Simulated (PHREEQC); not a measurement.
## Acid mine or pickling water

Synthetic water in mg/kgw, 20 °C, pH 2.8, pe 9.4:

```csv
constituent,mg/kgw
Na,196
K,23.4
Ca,114
Mg,134
Cl,237
S(6) as SO4,1110
B,0.272
```

Valence states are taken as typed.

Equilibrium calculation in PHREEQC: ion-association model, phreeqc.dat.

| Item | Result |
|---|---|
| ionic strength | 0.0375 mol/kgw |
| specific conductance | 2670 µS/cm |
| total alkalinity | -2.52 meq/kg |
| charge-balance error | -3.1 % |

| species | molality | activity | log γ |
|---|---|---|---|
| Na+ | 0.00836 | 0.00704 | -0.075 |
| SO4-2 | 0.00824 | 0.00414 | -0.299 |
| Cl- | 0.00668 | 0.00557 | -0.079 |
| Mg+2 | 0.00383 | 0.00199 | -0.283 |
| Ca+2 | 0.00209 | 0.00107 | -0.291 |
| H+ | 0.00183 | 0.00159 | -0.062 |
| MgSO4 | 0.00169 | 0.00170 | 0.004 |
| CaSO4 | 0.000750 | 0.000757 | 0.004 |
| HSO4- | 0.000684 | 0.000574 | -0.076 |
| K+ | 0.000583 | 0.000485 | -0.080 |
| NaSO4- | 0.000167 | 0.000141 | -0.073 |
| H3BO3 | 2.52e-5 | 2.54e-5 | 0.004 |
| KSO4- | 1.53e-5 | 1.29e-5 | -0.073 |
| CaHSO4+ | 8.77e-6 | 7.36e-6 | -0.076 |

No solid was allowed to form.
